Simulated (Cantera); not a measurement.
Charge: 1 mol Ta(OEt)₅, 5 mol O₂, 120 mol H₂, equilibrated at 4.80 bar.

Cantera equilibrium calculation (NASA polynomials, part measured and part estimated; ideal gas, pure solids and liquids). Candidate condensed phases: C, C₆H₆, C₇H₈, C₈H₁₈, H₂O, Ta, TaC, Ta₂O₅; 113 gas species. The feed counts by its element totals alone. Equilibrium is a limit: real reactors are often held back by kinetics, nucleation or transport.

Task: At 2725 K, list the 6 most abundant gas species with their mole fractions, and the condensed phases.

Result: H₂ 0.886, CO 0.0690, H 0.0268, H₂O 0.0175, TaO₂ 0.000726, CO₂ 0.000201. Condensed: Ta₂O₅(l).
